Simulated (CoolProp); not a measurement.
Computed with CoolProp (reference Helmholtz-energy equation of state, Schroeder 2014).

Question: For ethanol, give the phase and the cp (kJ/(kg K)), cv (kJ/(kg K)), isothermal compressibility (1/MPa), conductivity (mW/(m K)) at 234.2 K and 0.185 MPa; 242.6 K and 0.185 MPa.

Answer: 
- 234.2 K and 0.185 MPa: liquid; cp 2.05, cv 1.67, isothermal compressibility 0.000765, conductivity 180
- 242.6 K and 0.185 MPa: liquid; cp 2.09, cv 1.71, isothermal compressibility 0.000808, conductivity 178

Thermal conductivity comes from a separate model (Assael 2013).
